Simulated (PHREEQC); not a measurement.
Consider water at 45 °C with 0.23 mol/kgw H2SO4 and 0.00042 mol/kgw FeSO4. Closed to the air; pH follows from the charge balance.

Computed with PHREEQC (ion-association model, wateq4f.dat).

No solid was allowed to form.

Question: Predict the pH.

Answer: pH 0.71.

Question: In which forms is S present?

Answer: HSO4- 91 %, SO4-2 8.5 % of the S.

At this temperature some constants are extrapolated from 25 °C, and those without enthalpy data are left unchanged.
